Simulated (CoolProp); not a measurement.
Computed with CoolProp (reference Helmholtz-energy equation of state, Lemmon 2006). It is a short technical equation, of lower accuracy than the large ones.

### Question
Give the vapour pressure (MPa), vapour density (kg/m³), liquid cp (kJ/(kg K)) of saturated n-decane at 437.8 K.

### Answer
| T (K) | p (MPa) | vapour density (kg/m³) | liquid cp (kJ/(kg K)) |
|---|---|---|---|
| 437.8 | 0.0791 | 3.27 | 2.77 |
